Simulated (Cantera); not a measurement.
A closed system holds: 1 mol SiF4, 0.48 mol O3, 0.13 mol H2, 0.96 mol NO, held at 13.3 mbar.

These are equilibrium values from Cantera (NASA tables, ideal gas, pure condensed phases), not measurements of a reactor. Candidate condensed phases: H2O, Si, SiO2, Si2N2O, Si3N4; 58 gas species. The tables' values for SiF3 are old estimates; treat these amounts as uncertain. The tables hold silica as quartz up to 1696 K and as liquid above; real silica turns to tridymite and cristobalite and melts near 1996 K. Kinetics and transport are ignored.

Problem. At 1550 °C, list the 5 most abundant gas species with their mole fractions, and the condensed phases.

Solution. O2 0.402, SiF4 0.333, N2 0.169, HF 0.0920, NO 0.00288. Condensed: SiO2(condensed).
